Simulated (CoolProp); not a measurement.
Ethylene at several states: Z from the reference equation and from simpler models built on Tc = 282.4 K, pc = 5042 kPa, ω = 0.087; each cubic takes its own stable root.

Computed with CoolProp (reference Helmholtz-energy equation of state, Smukala 2000).

```csv
T (K),p (kPa),phase,reference
215.9,2300,liquid,0.07227
255.7,175,gas,0.9840
374.6,14.5,gas,0.9996
296.3,172,gas,0.9900
218.6,15700,liquid,0.4689
```

Q: How far does each simpler model (van der Waals, Soave-Redlich-Kwong, Peng-Robinson) lie from the reference over these 5 states: mean and median of the absolute difference, and the worst?

A: 
- van der Waals: mean 19.3 %, median 0.3 %, worst +52.3 % at 215.9 K and 2300 kPa
- Soave-Redlich-Kwong: mean 1.8 %, median 0.0 %, worst +5.6 % at 215.9 K and 2300 kPa
- Peng-Robinson: mean 3.0 %, median 0.2 %, worst -8.1 % at 218.6 K and 15700 kPa
